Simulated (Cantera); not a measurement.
# PbO + C + CO (carbothermic reduction)

Input: 1 mol PbO, 5.1 mol C, a varied amount of CO, held at 2.10 Torr.

Equilibrium computed with Cantera from the NASA thermochemical tables; the gas is ideal and each condensed phase is pure. Candidate condensed phases: C, Pb, PbO, PbO2, Pb3O4; 15 gas species. Equilibrium is a limit: real reactors are often held back by kinetics, nucleation or transport.

Question: Map the stable condensed phases over T = 1048, 1098, 1148, 1198, 1248, 1298, 1348, 1398, 1448, 1498, 1548, 1598 K and n(CO) in mol = 0.063, 0.091, 0.13, 0.19, 0.27, 0.39, 0.57, 0.82, 1.2, 1.7, 2.5.

Answer: 
```
T in K \ n(CO) in mol
         0.063 0.091  0.13  0.19  0.27  0.39  0.57  0.82   1.2   1.7   2.5
   1598      A     A     A     A     A     A     A     A     A     A     A
   1548      A     A     A     A     A     A     A     A     A     A     A
   1498      A     A     A     A     A     A     A     A     A     A     A
   1448      A     A     A     A     A     A     A     A     A     A     A
   1398      A     A     A     A     A     A     A     A     A     A     A
   1348      A     A     A     A     A     A     A     A     A     A     A
   1298      A     A     A     A     A     A     A     A     A     A     A
   1248      B     B     B     A     A     A     A     A     A     A     A
   1198      B     B     B     B     B     B     B     B     B     B     A
   1148      B     B     B     B     B     B     B     B     B     B     B
   1098      B     B     B     B     B     B     B     B     B     B     B
   1048      B     B     B     B     B     B     B     B     B     B     B
```
A: C; B: C + Pb.
